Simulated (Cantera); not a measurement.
A Cantera script and its output.

```python
import numpy as np
import cantera as ct

gas = ct.Solution("h2o2.yaml")
gas.TPX = 825, 100000, {'H2': 0.98, 'O2': 1, 'N2': 15}
reactor = ct.IdealGasConstPressureReactor(gas, energy="off", clone=False)
net = ct.ReactorNet([reactor])
net.rtol, net.atol = 1e-08, 1e-18
show = ['H2', 'O2', 'OH', 'O', 'H2O', 'H2O2']
times = np.geomspace(6e-06, 30, 9)

steps = ct.SolutionArray(gas, extra=["t"])
rows = []
print(f"{'t/s':>10s}{'T/K':>9s}{'P/Pa':>11s}" + "".join(f"{s:>11s}" for s in show))
for t in times:
    while net.time < t:
        t_next = net.step()
        steps.append(gas.state, t=t_next)
    rows.append([np.interp(t, steps.t, y) for y in (steps.T, steps.P, *steps(*show).X.T)])
    print(f"{t:10.3e}{rows[-1][0]:9.1f}{rows[-1][1]:11.4g}" + "".join(f"{x:11.3e}" for x in rows[-1][2:]))
rate = np.gradient(steps.T, steps.t)
print("integrator steps:", len(steps.t))
if steps.T.max() > steps.T[0] + 200:
    print(f"time of steepest temperature rise: {steps.t[rate.argmax()]:.4e} s")
gas.TPX = 825, 100000, {'H2': 0.98, 'O2': 1, 'N2': 15}
gas.equilibrate("TP")
print(f"equilibrium (TP): T = {gas.T:.1f} K  " + "  ".join(f"{s} {gas[s].X[0]:.3e}" for s in show))
```

It prints:

```
       t/s      T/K       P/Pa         H2         O2         OH          O        H2O       H2O2
 6.000e-06    825.0      1e+05  5.771e-02  5.889e-02  3.991e-16  7.823e-16  5.629e-16  5.162e-19
 4.126e-05    825.0      1e+05  5.771e-02  5.889e-02  2.285e-15  1.056e-14  3.090e-14  3.389e-17
 2.837e-04    825.0      1e+05  5.771e-02  5.889e-02  3.123e-15  1.657e-14  4.472e-13  2.101e-15
 1.951e-03    825.0      1e+05  5.771e-02  5.889e-02  3.163e-15  1.678e-14  3.426e-12  1.064e-13
 1.342e-02    825.0      1e+05  5.771e-02  5.889e-02  3.459e-15  1.827e-14  2.499e-11  5.060e-12
 9.226e-02    825.0      1e+05  5.771e-02  5.889e-02  6.405e-15  2.981e-14  2.402e-10  2.413e-10
 6.344e-01    825.0      1e+05  5.771e-02  5.889e-02  9.136e-14  2.303e-13  1.163e-08  1.468e-08
 4.363e+00    825.0      1e+05  5.769e-02  5.888e-02  3.108e-11  3.719e-11  1.907e-05  7.140e-06
 3.000e+01    825.0      1e+05  4.504e-02  5.263e-02  1.507e-09  1.157e-09  1.281e-02  2.475e-04
integrator steps: 532
equilibrium (TP): T = 825.0 K  H2 5.419e-14  O2 3.093e-02  OH 8.751e-10  O 4.453e-14  H2O 5.943e-02  H2O2 1.963e-12
```

Cantera simulation using the H2/O2 subset of GRI-Mech 3.0, which has no nitrogen chemistry; the numbers are that mechanism's predictions, not measurements. Below about 950 K walls govern HO2 and H2O2 in real vessels. The temperature is held fixed by assumption; the heat of reaction is taken as removed at once.
